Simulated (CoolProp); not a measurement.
Vapour-liquid equilibrium of cyclohexane (1) + n-nonane (2) at 386.9 K; x and y are mole fractions of (1).

Model: multi-fluid Helmholtz-energy mixture model, Zhou 2014 and Lemmon 2006; pair parameters Bell 2016, in CoolProp.

```tsv
x	bubble pressure (kPa)	y at the bubble point	dew pressure at overall composition x (kPa)	liquid density (mol/L)
0.05	44.75	0.274	35.46	5.105
0.2	75.16	0.626	41.19	5.435
0.35	104.7	0.775	49.07	5.806
0.5	135.2	0.863	60.57	6.228
0.65	167.5	0.922	78.80	6.710
0.8	201.5	0.963	111.8	7.262
0.95	236.5	0.992	189.2	7.902
```

No azeotrope shows between x = 0.05 and 0.95.

Pair parameters are fitted to limited data, so mixtures are less certain than the pure fluids.
